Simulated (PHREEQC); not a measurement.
PHREEQC input (Pitzer model, pitzer.dat):

```
SOLUTION 1
  temp 15
  units mol/kgw
  pH 7 charge
  Cl 0.35
  K 0.15
  S(6) 0.00018
  Ca 0.00018
  Na 0.2
  Br 0.088
  Mg 0.044
END
USE solution 1
INCREMENTAL_REACTIONS false
REACTION 1
  H2O -1
  0 9.886 18.011 24.689 30.178 34.689 38.397 41.444
  43.949 46.007 47.699 49.089 50.232 51.172 51.944 52.578
  53.1 53.528 53.88 54.17 moles
EQUILIBRIUM_PHASES 1
  Arcanite 0 0
  Bischofite 0 0
  Bloedite 0 0
  Brucite 0 0
  Carnallite 0 0
  Epsomite 0 0
  Glaserite 0 0
  Glauberite 0 0
  Gypsum 0 0
  Anhydrite 0 0
  Halite 0 0
  Hexahydrite 0 0
  Kainite 0 0
  Kieserite 0 0
  Leonite 0 0
  Mirabilite 0 0
  Misenite 0 0
  Polyhalite 0 0
  Portlandite 0 0
  Schoenite 0 0
  Sylvite 0 0
  Syngenite 0 0
  Thenardite 0 0
  MgCl2_4H2O 0 0
SELECTED_OUTPUT 1
  -reset false
  -pH true
  -pe true
  -ionic_strength true
  -water true
  -activities H2O
  -totals Br Ca Cl K Mg Na S
  -molalities H+ Na+ K+ Mg+2 Ca+2 Cl- SO4-2 Br- OH- HSO4-
    MgOH+
  -equilibrium_phases Arcanite Bischofite Bloedite Brucite Carnallite Epsomite Glaserite Glauberite Gypsum Anhydrite
    Halite Hexahydrite Kainite Kieserite Leonite Mirabilite Misenite Polyhalite Portlandite Schoenite
    Sylvite Syngenite Thenardite MgCl2_4H2O
PRINT
  -reset false
END
```

Selected output (columns that matter, 20 of 20 rows; water left (kg) added in front):

```
water left (kg)	pH	mu	Br	Ca	Cl	K	Mg	Na	S	m_H+	m_Na+	la_H2O	Halite	Sylvite
1	6.9432	0.48272	0.088	0.00018	0.35	0.15	0.044	0.2	0.00018	1.3956e-07	0.2	-0.0059097	0	0
0.821894	6.9153	0.58733	0.10707	0.00021901	0.42585	0.18251	0.053535	0.24334	0.00021901	1.4579e-07	0.24334	-0.0072012	0	0
0.675514	6.8829	0.7146	0.13027	0.00026646	0.51812	0.22205	0.065136	0.29607	0.00026646	1.5265e-07	0.29607	-0.008787	0	0
0.555203	6.8449	0.86945	0.1585	0.00032421	0.6304	0.27017	0.07925	0.36023	0.00032421	1.6032e-07	0.36023	-0.01074	0	0
0.456313	6.7996	1.0579	0.19285	0.00039447	0.76702	0.32872	0.096425	0.4383	0.00039447	1.6911e-07	0.4383	-0.013156	0	0
0.375043	6.7452	1.2871	0.23464	0.00047994	0.93323	0.39995	0.11732	0.53327	0.00047994	1.7947e-07	0.53327	-0.016157	0	0
0.30824	6.6791	1.566	0.28549	0.00058396	1.1355	0.48663	0.14275	0.64885	0.00058396	1.9209e-07	0.64885	-0.019911	0	0
0.253345	6.598	1.9054	0.34735	0.00071049	1.3815	0.59208	0.17368	0.78944	0.00071049	2.0802e-07	0.78944	-0.024639	0	0
0.208215	6.498	2.3184	0.42264	0.00086449	1.681	0.72041	0.21132	0.96055	0.00086449	2.2884e-07	0.96055	-0.030653	0	0
0.171138	6.3744	2.8207	0.51421	0.0010518	2.0451	0.87649	0.2571	1.1686	0.0010518	2.5688e-07	1.1686	-0.038378	0	0
0.140655	6.2217	3.432	0.62565	0.0012797	2.4884	1.0664	0.31282	1.4219	0.0012797	2.9575e-07	1.4219	-0.048422	0	0
0.115613	6.0342	4.1753	0.76116	0.0015569	3.0274	1.2974	0.38058	1.7299	0.0015569	3.5089e-07	1.7299	-0.061635	0	0
0.0950203	5.8052	5.0802	0.92612	0.0018943	3.6834	1.5786	0.46306	2.1048	0.0018943	4.31e-07	2.1048	-0.079261	0	0
0.0780852	5.5279	6.182	1.127	0.0023052	4.4823	1.921	0.56349	2.5613	0.0023052	5.5029e-07	2.5613	-0.10308	0	0
0.0641769	5.2187	7.3643	1.3712	0.0028047	5.2963	2.1799	0.6856	3.1164	0.0028047	7.1899e-07	3.1164	-0.13207	0	0.0101
0.0527548	4.9512	8.1068	1.6681	0.003412	5.591	1.7999	0.83405	3.7911	0.003412	8.967e-07	3.7911	-0.15513	0	0.055046
0.0433504	4.7814	8.5688	2.03	0.0041522	5.5072	1.6682	1.015	3.839	0.0041522	1.0586e-06	3.839	-0.16848	0.033578	0.077681
0.0356396	4.6519	8.9189	2.4692	0.0050506	5.195	1.6361	1.2346	3.5589	0.0050506	1.2168e-06	3.5589	-0.17731	0.073163	0.09169
0.0292979	4.501	9.3505	3.0036	0.0061438	4.8205	1.5897	1.5018	3.2308	0.0061438	1.4006e-06	3.2308	-0.18907	0.10535	0.10342
0.0240733	4.3215	9.8875	3.6555	0.0074772	4.3743	1.5235	1.8278	2.8509	0.0074772	1.6107e-06	2.8509	-0.20496	0.13137	0.11333
```

Complexes and solids missing from the database can't appear.
